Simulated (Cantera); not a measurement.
A closed system holds: 1 mol SiC, 0.34 mol N₂, at 2.30 mbar.

Points: T (K) = 1925, 2025, 2125, 2225, 2325, 2425, 2525, 2625, 2725, 2825, 2925.

Cantera's Mixture.equilibrate('TP', solver="vcs", rtol=1e-11, max_steps=5000) on the NASA tables stopped like this:

```
ERROR: FAILURE its = 5001!

*******************************************************************************
CanteraError thrown by MultiPhase::equilibrate:
VCS solver failed. Return code: -1
*******************************************************************************
```

### Question
What got this run through?

### Answer
This is not unique; one that fits is The failure is numerical, not chemical. The same input converged with solver="gibbs", rtol=1e-10, max_steps=50000, and the result passed a check of the equilibrium conditions:
```
log10 of partial pressures in bar; condensed amounts in mol
       T/K        N2        Si      SiC2      Si2C        C3        CN         C        C2       Si2     C(gr)    SiC(b)
      1925    -2.638    -6.146    -7.687    -7.851   -11.392    -8.009   -11.246   -12.469    -9.598 0.0001046    0.9999
      2025    -2.639    -5.456    -6.789    -6.973   -10.293    -7.428   -10.285   -11.364    -8.636 0.0005101    0.9994
      2125    -2.641    -4.833    -5.978    -6.180    -9.301    -6.903    -9.416   -10.365    -7.767  0.002138    0.9974
      2225    -2.651    -4.266    -5.242    -5.461    -8.400    -6.429    -8.625    -9.457    -6.977  0.007944    0.9897
      2325    -2.683    -3.748    -4.571    -4.805    -7.578    -6.008    -7.903    -8.628    -6.257   0.02761    0.9608
      2425    -2.799    -3.274    -3.957    -4.206    -6.827    -5.666    -7.240    -7.868    -5.597    0.1046    0.8343
      2525    -3.208    -2.926    -3.481    -3.830    -6.136    -5.502    -6.631    -7.170    -5.166    0.5549         0
      2625    -3.224    -2.928    -3.366    -4.132    -5.500    -5.170    -6.068    -6.526    -5.417     0.461         0
      2725    -3.237    -2.949    -3.279    -4.451    -4.913    -4.862    -5.547    -5.930    -5.687    0.3376         0
      2825    -3.255    -2.986    -3.217    -4.782    -4.368    -4.578    -5.063    -5.377    -5.973    0.1611         0
      2925    -3.282    -3.005    -3.226    -5.100    -3.987    -4.361    -4.655    -4.945    -6.208         0         0
```

The gas is ideal and each condensed phase is pure. The tables' values for SiN are old estimates; treat these amounts as uncertain.
